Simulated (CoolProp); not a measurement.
n-perfluorohexane along the isotherm 176.85 °C: fugacity coefficient from the reference equation and from simpler models built on Tc = 174.9 °C, pc = 1.742 MPa, ω = 0.497; each cubic takes its own stable root.

Computed with CoolProp (reference Helmholtz-energy equation of state, Gao 2022).

```json
[
 {"p (MPa)": "0.0551", "phase": "gas", "reference": "0.9891", "van der Waals": "0.9907", "Peng-Robinson": "0.9882"},
 {"p (MPa)": "0.0858", "phase": "gas", "reference": "0.9831", "van der Waals": "0.9855", "Peng-Robinson": "0.9817"},
 {"p (MPa)": "0.134", "phase": "gas", "reference": "0.9736", "van der Waals": "0.9774", "Peng-Robinson": "0.9715"},
 {"p (MPa)": "0.208", "phase": "gas", "reference": "0.9591", "van der Waals": "0.9650", "Peng-Robinson": "0.9559"},
 {"p (MPa)": "0.324", "phase": "gas", "reference": "0.9364", "van der Waals": "0.9456", "Peng-Robinson": "0.9318"},
 {"p (MPa)": "0.504", "phase": "gas", "reference": "0.9015", "van der Waals": "0.9155", "Peng-Robinson": "0.8949"},
 {"p (MPa)": "0.785", "phase": "gas", "reference": "0.8475", "van der Waals": "0.8685", "Peng-Robinson": "0.8385"},
 {"p (MPa)": "1.22", "phase": "gas", "reference": "0.7639", "van der Waals": "0.7950", "Peng-Robinson": "0.7535"},
 {"p (MPa)": "1.9", "phase": "supercritical", "reference": "0.6185", "van der Waals": "0.6609", "Peng-Robinson": "0.6126"},
 {"p (MPa)": "2.96", "phase": "supercritical", "reference": "0.4374", "van der Waals": "0.4920", "Peng-Robinson": "0.4407"},
 {"p (MPa)": "4.61", "phase": "supercritical", "reference": "0.3210", "van der Waals": "0.3860", "Peng-Robinson": "0.3279"},
 {"p (MPa)": "7.18", "phase": "supercritical", "reference": "0.2502", "van der Waals": "0.3296", "Peng-Robinson": "0.2584"},
 {"p (MPa)": "11.2", "phase": "supercritical", "reference": "0.2134", "van der Waals": "0.3196", "Peng-Robinson": "0.2216"},
 {"p (MPa)": "17.4", "phase": "supercritical", "reference": "0.2085", "van der Waals": "0.3743", "Peng-Robinson": "0.2158"}
]
```
